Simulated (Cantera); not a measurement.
Input (Python, Cantera) and output of one run.

```python
import numpy as np
import cantera as ct

gas_names = [...]  # 151 gases of nasa_gas.yaml made of C, H, N, O, Si
cond_names = """
    C(gr) C6H6(L) C7H8(L) C8H18(L),n-octa H2O(s) H2O(L) Si(cr) Si(L) SiC(b) SiO2(Lqz) SiO2(hqz) SiO2(L)
    Si2N2O(s) Si3N4(a)
""".split()


# ... load() reads the species with a 1 bar reference pressure and builds the phases ...
atoms = {
    'HMDSO': {'Si': 2, 'C': 6, 'H': 18, 'O': 1},
    'H2O': {'H': 2, 'O': 1},
    'N2': {'N': 2},
}
top_T = {'C(gr)': 4500, 'SiC(b)': 3050, 'Si2N2O(s)': 2100, 'Si3N4(a)': 2400}  # K; cautious upper limits of use, not melting points


# ... equilibrate(T, P, feed) seeds the gas with the atoms and calls Mixture.equilibrate('TP', solver="vcs", rtol=1e-11, max_steps=5000) ...
results = []
T = 1273.15  # K
P = 100000  # Pa
for m in [0.61, 1.3, 2, 2.8, 3.5, 4.2, 4.9, 5.6, 6.3, 7, 7.8, 8.5]:
    feed = {'HMDSO': 1, 'H2O': m, 'N2': 40}  # mol
    mix = equilibrate(T, P, feed)
    results.append((T, P, feed, dict(zip(mix.species_names, mix.species_moles))))

top = {s: max(r[3][s] / sum(r[3][g] for g in gas_names) for r in results) for s in gas_names}
cols = sorted((s for s in top if top[s] > 1e-05), key=lambda s: -top[s])[:9]
seen = [c for c in cond_names if any(r[3].get(c, 0) > 1e-12 for r in results)]
print("log10 of partial pressures in bar; condensed amounts in mol")
print(f"{'n(H2O)':>10s}" + "".join(f"{s[:9]:>10s}" for s in cols + seen))
for T, P, feed, n in results:
    ng = sum(n[g] for g in gas_names)
    print(f"{feed['H2O']:10.4g}" + "".join(f"{np.log10(max(n[s] / ng * P / 1e5, 1e-99)):10.3f}" for s in cols)
          + "".join(f"{n.get(c, 0):10.4g}" for c in seen))
```

It prints:

```
log10 of partial pressures in bar; condensed amounts in mol
    n(H2O)        N2        H2        CO       CH4       H2O       HCN       CO2       NH3     C(gr) SiO2(hqz) Si2N2O(s)
      0.61    -0.101    -0.711    -1.908    -3.450    -4.544    -4.202    -5.960    -4.976     5.371         0         1
       1.3    -0.113    -0.693    -1.591    -3.414    -4.209    -4.199    -5.327    -4.955     4.681         0         1
         2    -0.122    -0.675    -1.478    -3.377    -4.078    -4.195    -5.100    -4.932      4.25    0.1804    0.9098
       2.8    -0.128    -0.653    -1.480    -3.334    -4.058    -4.187    -5.104    -4.903      4.22     0.695    0.6525
       3.5    -0.134    -0.636    -1.481    -3.300    -4.043    -4.181    -5.107    -4.880     4.193     1.145    0.4273
       4.2    -0.139    -0.620    -1.483    -3.268    -4.029    -4.176    -5.111    -4.858     4.166     1.596    0.2021
       4.9    -0.144    -0.606    -1.469    -3.239    -4.000    -4.171    -5.082    -4.839      4.07         2         0
       5.6    -0.155    -0.595    -1.344    -3.218    -3.864    -4.171    -4.832    -4.829      3.37         2         0
       6.3    -0.165    -0.585    -1.251    -3.198    -3.761    -4.172    -4.646    -4.820      2.67         2         0
         7    -0.176    -0.576    -1.177    -3.180    -3.679    -4.172    -4.499    -4.811     1.971         2         0
       7.8    -0.187    -0.567    -1.110    -3.161    -3.602    -4.173    -4.364    -4.802     1.171         2         0
       8.5    -0.197    -0.559    -1.060    -3.145    -3.544    -4.174    -4.265    -4.795     0.472         2         0
```

Method: chemical equilibrium by Gibbs-energy minimisation in Cantera with the NASA 1993 tables (ideal gas, pure condensed phases). The feed counts by its element totals alone. N2 is the only nitrogen source here; it is nearly inert below about 1500 K, so the nitride shown seldom forms there in practice. Mutual solubility and eutectic melting of coexisting phases are not modelled. The tables hold silica as quartz up to 1696 K and as liquid above; real silica turns to tridymite and cristobalite and melts near 1996 K.
